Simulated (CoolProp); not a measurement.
Methanol along the isotherm 84.15 °C: density (kg/m³) from the reference equation and from simpler models built on Tc = 240.2 °C, pc = 82.16 bar, ω = 0.565; each cubic takes its own stable root.

Model: reference Helmholtz-energy equation of state, de Reuck 1993, in CoolProp.

| p (bar) | phase | reference |
|---|---|---|
| 0.13 | gas | 0.1406 |
| 0.231 | gas | 0.2505 |
| 0.411 | gas | 0.4475 |
| 0.731 | gas | 0.8025 |
| 1.3 | gas | 1.453 |
| 2.31 | liquid | 728.3 |
| 4.11 | liquid | 728.5 |
| 7.31 | liquid | 729.0 |
| 13 | liquid | 729.8 |
| 23.1 | liquid | 731.2 |
| 41.1 | liquid | 733.7 |

Question: How far does each simpler model (van der Waals, Redlich-Kwong, Peng-Robinson) lie from the reference over these 11 states: mean and median of the absolute difference, and the worst?

Answer: 
- van der Waals: mean 45.7 %, median 51.2 %, worst -99.7 % at 84.15 °C and 2.31 bar
- Redlich-Kwong: mean 29.2 %, median 29.5 %, worst -99.6 % at 84.15 °C and 2.31 bar
- Peng-Robinson: mean 7.7 %, median 13.5 %, worst -13.7 % at 84.15 °C and 41.1 bar

At some of these states van der Waals, Redlich-Kwong gives the other phase, because its saturation line lies elsewhere.
